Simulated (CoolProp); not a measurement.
Values from CoolProp's reference Helmholtz-energy equation of state, Zhou 2011.

Problem. For dimethyl carbonate, give the phase and the cv (kJ/(kg K)), speed of sound (m/s) at 503.6 K and 84.2 kPa; 319.3 K and 1100 kPa.

Solution. 
- 503.6 K and 84.2 kPa: gas; cv 1.59, speed of sound 220
- 319.3 K and 1100 kPa: liquid; cv 1.37, speed of sound 1120
